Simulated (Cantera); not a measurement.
Charge: 1 mol PbO, 0.88 mol O₂, 5.9 mol N₂, held at 0.133 bar.

Method: chemical equilibrium by Gibbs-energy minimisation in Cantera with the NASA 1993 tables (ideal gas, pure condensed phases). Candidate condensed phases: Pb, PbO, PbO₂, Pb₃O₄; 12 gas species. Gases not in the tables: (PbO)n polymers. Kinetics and transport are ignored.

Q: Which condensed phases are stable at each of these points (T (K)): 1048, 1098, 1148, 1198, 1248, 1298, 1348?

A: 
```
T (K)  condensed phases  Pb condensed (%)
-----  ----------------  ----------------
1048        PbO(yellow)             100.0
1098        PbO(yellow)             100.0
1148        PbO(yellow)              99.9
1198             PbO(l)              99.7
1248             PbO(l)              99.1
1298             PbO(l)              97.8
1348             PbO(l)              94.8
```

From 1048 K to 1148 K the condensed part is PbO(yellow). From 1198 K to 1348 K the condensed part is PbO(l).
